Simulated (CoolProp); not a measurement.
Sulfur hexafluoride at 293.15 K and 0.888 MPa is compressed adiabatically to 1.73 MPa with isentropic efficiency 0.8. Each further row changes one setting.

Model: reference Helmholtz-energy equation of state, Guder 2009, in CoolProp.

| case | work (kJ/kg) | final temperature (K) | final density (kg/m³) |
|---|---|---|---|
| as stated | (withheld) | (withheld) | (withheld) |
| efficiency 1 | (withheld) | (withheld) | (withheld) |
| efficiency 0.65 | 15.1 | 321.8 | (withheld) |

### Question
What belongs in the gaps?

### Answer

- as stated, work (kJ/kg): 12.3
- as stated, final temperature (K): 318.2
- as stated, final density (kg/m³): 116
- efficiency 1, work (kJ/kg): 9.84
- efficiency 1, final temperature (K): 315.2
- efficiency 1, final density (kg/m³): 118
- efficiency 0.65, final density (kg/m³): 114
